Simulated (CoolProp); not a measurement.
Oxygen at 550.84 K and 0.289 MPa is throttled through a valve to 0.0713 MPa with no heat exchange. Each further row changes one setting.

Values from CoolProp's reference Helmholtz-energy equation of state, Schmidt 1985.

| case | final density (kg/m³) |
|---|---|
| as stated | (withheld) |
| outlet pressure 0.0214 MPa | (withheld) |
| outlet pressure 0.0927 MPa | (withheld) |

Q: Fill in the missing entries.

A: 
- as stated, final density (kg/m³): 0.498
- outlet pressure 0.0214 MPa, final density (kg/m³): 0.150
- outlet pressure 0.0927 MPa, final density (kg/m³): 0.648

Above 300 K oxygen's equation is extrapolated.
